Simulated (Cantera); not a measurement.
A perfectly stirred reactor is fed with CH4 : H2O = 1 : 3.2 (molar parts), at 1.01 bar; it is held at 1923 K, and followed from long to short residence time.

Model: GRI-Mech 3.0 (53 species, 325 reactions), integrated in Cantera.

Question: What does this change do: temperature 1923 to 1450 K?

Answer: 
```csv
quantity,before,after
x(CH4) at τ = 16.0 s,0.000268,0.0701
x(H2O) at τ = 16.0 s,0.334,0.532
x(HO2) at τ = 16.0 s,1.25e-11,<1e-12
x(H2O2) at τ = 16.0 s,4.86e-11,<1e-12
x(H2) at τ = 16.0 s,0.504,0.304
x(CH4) at τ = 84.0 ms,0.0137,0.219
x(H2O) at τ = 84.0 ms,0.388,0.752
x(HO2) at τ = 84.0 ms,1.79e-11,<1e-12
x(H2O2) at τ = 84.0 ms,7.22e-11,<1e-12
x(H2) at τ = 84.0 ms,0.453,0.0213
```
